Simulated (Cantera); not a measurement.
Input: 1 mol CH3Cl, 0.055 mol F2, equilibrated at 0.100 bar.

Cantera equilibrium calculation (NASA polynomials, part measured and part estimated; ideal gas, pure solids and liquids). Candidate condensed phases: C, C6H6, C7H8, C8H18; 135 gas species. Ions and electrons are included (thermal ionisation). Equilibrium is a limit: real reactors are often held back by kinetics, nucleation or transport.

Q: What share of the C ends up in condensed phases as a function of T (K), at 3000, 3500, 4000, 4500, 5000?

A: 
```json
[
 {"T (K)": "3000", "C condensed (%)": "85.7", "as": "C(graphite)"},
 {"T (K)": "3500", "C condensed (%)": "0.0", "as": "-"},
 {"T (K)": "4000", "C condensed (%)": "0.0", "as": "-"},
 {"T (K)": "4500", "C condensed (%)": "0.0", "as": "-"},
 {"T (K)": "5000", "C condensed (%)": "0.0", "as": "-"}
]
```
